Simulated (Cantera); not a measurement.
Input (Python, Cantera) and output of one run.

```python
import numpy as np
import cantera as ct

gas_names = """
    Br Br2 H HBr HO2 H2 H2O H2O2 O OH O2 O3
""".split()
cond_names = """
    Br2(cr) Br2(L) H2O(s) H2O(L)
""".split()


# ... load() reads the species with a 1 bar reference pressure and builds the phases ...
atoms = {
    'HBr': {'H': 1, 'Br': 1},
    'O2': {'O': 2},
}
top_T = {}  # K; cautious upper limits of use, not melting points


# ... equilibrate(T, P, feed) seeds the gas with the atoms and calls Mixture.equilibrate('TP', solver="vcs", rtol=1e-11, max_steps=5000) ...
results = []
T = 1398  # K
P = 100000  # Pa
for m in [0.17, 0.52, 0.87, 1.2, 1.6, 1.9, 2.3, 2.6, 3, 3.3]:
    feed = {'HBr': 1, 'O2': m}  # mol
    mix = equilibrate(T, P, feed)
    results.append((T, P, feed, dict(zip(mix.species_names, mix.species_moles))))

top = {s: max(r[3][s] / sum(r[3][g] for g in gas_names) for r in results) for s in gas_names}
cols = sorted((s for s in top if top[s] > 0.001), key=lambda s: -top[s])[:8]
seen = [c for c in cond_names if any(r[3].get(c, 0) > 1e-12 for r in results)]
print("log10 of partial pressures in bar; condensed amounts in mol")
print(f"{'n(O2)':>10s}" + "".join(f"{s[:9]:>10s}" for s in cols + seen))
for T, P, feed, n in results:
    ng = sum(n[g] for g in gas_names)
    print(f"{feed['O2']:10.4g}" + "".join(f"{np.log10(max(n[s] / ng * P / 1e5, 1e-99)):10.3f}" for s in cols)
          + "".join(f"{n.get(c, 0):10.4g}" for c in seen))
```

Result:

```
log10 of partial pressures in bar; condensed amounts in mol
     n(O2)        O2       H2O       HBr       Br2        Br
      0.17    -3.290    -0.490    -0.512    -0.554    -1.053
      0.52    -0.664    -0.476    -1.154    -0.539    -1.046
      0.87    -0.426    -0.572    -1.313    -0.642    -1.097
       1.2    -0.324    -0.647    -1.417    -0.723    -1.138
       1.6    -0.253    -0.724    -1.515    -0.807    -1.180
       1.9    -0.218    -0.774    -1.576    -0.862    -1.208
       2.3    -0.184    -0.833    -1.647    -0.927    -1.240
       2.6    -0.165    -0.872    -1.693    -0.971    -1.262
         3    -0.145    -0.920    -1.748    -1.024    -1.289
       3.3    -0.133    -0.952    -1.786    -1.060    -1.307
```

Equilibrium computed with Cantera from the NASA thermochemical tables; the gas is ideal and each condensed phase is pure.
